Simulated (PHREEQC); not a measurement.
Sulfide liquor

Dissolve 0.11 mol/kgw Na2S, 0.0018 mol/kgw HCl and 0.00014 mol/kgw FeCl2 at 20 °C. It is in equilibrium with CO2 at log p = -1 (atm). Otherwise closed; pH follows from the charge balance.

The numbers come from PHREEQC with the ion-association model, phreeqc.dat.

Each row changes one thing in this solution. No solid was allowed to form.

```json
[
 {"case": "as made", "pH": "7.71", "ionic strength (mol/kgw)": "0.213", "Na+ (mol/kgw)": "0.212", "HCO3- (mol/kgw)": "0.112", "HS- (mol/kgw)": "0.0967", "H2S (mol/kgw)": "0.0129", "SI of Siderite (FeCO3)": "-4.39"},
 {"case": "temperature from 20 to 50 °C", "pH": "7.85", "ionic strength (mol/kgw)": "0.212", "Na+ (mol/kgw)": "0.211", "HCO3- (mol/kgw)": "0.0969", "HS- (mol/kgw)": "0.105", "H2S (mol/kgw)": "0.00473", "SI of Siderite (FeCO3)": "-4.03"},
 {"case": "0.15 mol/kgw HBr added", "pH": "6.80", "ionic strength (mol/kgw)": "0.219", "Na+ (mol/kgw)": "0.219", "HCO3- (mol/kgw)": "0.0139", "HS- (mol/kgw)": "0.0530", "H2S (mol/kgw)": "0.0566", "SI of Siderite (FeCO3)": "-5.45"},
 {"case": "Na2S from 0.11 to 0.165 mol/kgw", "pH": "7.85", "ionic strength (mol/kgw)": "0.316", "Na+ (mol/kgw)": "0.315", "HCO3- (mol/kgw)": "0.157", "HS- (mol/kgw)": "0.151", "H2S (mol/kgw)": "0.0137", "SI of Siderite (FeCO3)": "-4.63"},
 {"case": "temperature from 20 to 60 °C", "pH": "7.90", "ionic strength (mol/kgw)": "0.210", "Na+ (mol/kgw)": "0.208", "HCO3- (mol/kgw)": "0.0906", "HS- (mol/kgw)": "0.106", "H2S (mol/kgw)": "0.00367", "SI of Siderite (FeCO3)": "-3.95"}
]
```

At this temperature some constants are extrapolated from 25 °C, and those without enthalpy data are left unchanged.
